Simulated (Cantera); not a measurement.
Mixture: 16.4 % CH3OH, 17.5 % O2, 66.1 % N2, at 1.00 bar, adiabatic and at constant volume. Ignition delay is the time to a rise of 400 K.

Model: GRI-Mech 3.0 (53 species, 325 reactions), integrated in Cantera. GRI-Mech 3.0 was tuned for natural gas; its chemistry of methanol as a main component is partial and can be far from experiment.

**Question.** Predict: delay at 1100 K; delay at 1250 K; delay at 1400 K; delay at 1550 K; delay at 1700 K; apparent activation energy between 1550 and 1700 K.

**Answer.** 
* **delay at 1100 K**: 53.2 ms
* **delay at 1250 K**: 3.89 ms
* **delay at 1400 K**: 0.526 ms
* **delay at 1550 K**: 0.113 ms
* **delay at 1700 K**: 34.3 µs
* **apparent activation energy between 1550 and 1700 K**: 170 kJ/mol
